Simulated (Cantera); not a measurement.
Input (Python, Cantera) and output of one run.

```python
import numpy as np
import cantera as ct

gas_names = [...]  # 95 gases of nasa_gas.yaml made of C, F, H
cond_names = """
    C(gr) C6H6(L) C7H8(L) C8H18(L),n-octa
""".split()


# ... load() reads the species with a 1 bar reference pressure and builds the phases ...
atoms = {
    'CF4': {'C': 1, 'F': 4},
    'CH4': {'C': 1, 'H': 4},
    'H2': {'H': 2},
}
top_T = {'C(gr)': 4500}  # K; cautious upper limits of use, not melting points


# ... equilibrate(T, P, feed) seeds the gas with the atoms and calls Mixture.equilibrate('TP', solver="vcs", rtol=1e-11, max_steps=5000) ...
results = []
feed = {'CF4': 1, 'CH4': 0.26, 'H2': 10}  # mol
P = 620  # Pa
for T in [1223, 1373, 1523, 1673, 1823, 1973, 2123, 2273, 2423, 2573, 2723, 2873, 3023, 3173]:
    mix = equilibrate(T, P, feed)
    results.append((T, P, feed, dict(zip(mix.species_names, mix.species_moles))))

top = {s: max(r[3][s] / sum(r[3][g] for g in gas_names) for r in results) for s in gas_names}
cols = sorted((s for s in top if top[s] > 1e-06), key=lambda s: -top[s])[:9]
seen = [c for c in cond_names if any(r[3].get(c, 0) > 1e-12 for r in results)]
print("log10 of partial pressures in bar; condensed amounts in mol")
print(f"{'T/K':>10s}" + "".join(f"{s[:9]:>10s}" for s in cols + seen))
for T, P, feed, n in results:
    ng = sum(n[g] for g in gas_names)
    print(f"{T:10.4g}" + "".join(f"{np.log10(max(n[s] / ng * P / 1e5, 1e-99)):10.3f}" for s in cols)
          + "".join(f"{n.get(c, 0):10.4g}" for c in seen))
```

Result:

```
log10 of partial pressures in bar; condensed amounts in mol
       T/K         H        H2        HF         F        C3         C C2H2,acet        C2       C2H     C(gr)
      1223    -7.709    -2.375    -2.703   -13.662   -24.299   -22.434    -9.180   -25.385   -18.159      1.26
      1373    -6.665    -2.375    -2.703   -11.989   -20.413   -19.079    -8.137   -21.505   -15.526      1.26
      1523    -5.824    -2.375    -2.703   -10.642   -17.302   -16.386    -7.302   -18.395   -13.415      1.26
      1673    -5.131    -2.375    -2.703    -9.534   -14.758   -14.178    -6.620   -15.847   -11.685     1.259
      1823    -4.552    -2.377    -2.704    -8.607   -12.640   -12.335    -6.052   -13.722   -10.242     1.256
      1973    -4.061    -2.383    -2.706    -7.819   -10.850   -10.773    -5.576   -11.925    -9.023     1.249
      2123    -3.643    -2.396    -2.711    -7.140    -9.320    -9.433    -5.177   -10.384    -7.981     1.232
      2273    -3.287    -2.423    -2.722    -6.548    -7.996    -8.270    -4.847    -9.050    -7.086     1.199
      2423    -2.990    -2.477    -2.741    -6.023    -6.841    -7.253    -4.589    -7.883    -6.318     1.142
      2573    -2.750    -2.572    -2.772    -5.550    -5.825    -6.355    -4.408    -6.854    -5.665      1.05
      2723    -2.570    -2.723    -2.814    -5.109    -4.924    -5.557    -4.315    -5.941    -5.118     0.855
      2873    -2.453    -2.949    -2.868    -4.684    -4.121    -4.843    -4.322    -5.125    -4.674   0.08423
      3023    -2.380    -3.218    -2.920    -4.272    -4.068    -4.423    -4.841    -4.836    -4.753         0
      3173    -2.344    -3.521    -2.983    -3.885    -4.160    -4.089    -5.461    -4.668    -4.947         0
```

Method: chemical equilibrium by Gibbs-energy minimisation in Cantera with the NASA 1993 tables (ideal gas, pure condensed phases).
